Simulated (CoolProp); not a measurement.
Values from CoolProp's reference Helmholtz-energy equation of state, Lemmon 2006. It is a short technical equation, of lower accuracy than the large ones.

**Question.** For C2F6 (R116), give the phase and the density (kg/m³), Prandtl number at 46.75 °C and 0.406 MPa; 46.75 °C and 1.02 MPa; 46.75 °C and 1.22 MPa.

**Answer.** 
- 46.75 °C and 0.406 MPa: gas; density 21.8, Prandtl number 0.751
- 46.75 °C and 1.02 MPa: gas; density 58.0, Prandtl number 0.778
- 46.75 °C and 1.22 MPa: gas; density 70.8, Prandtl number 0.789

Viscosity comes from a separate model (Huber 2003), an estimate that may be off by 10 % or more. Thermal conductivity comes from a separate model (Huber 2003), an estimate that may be off by 10 % or more.
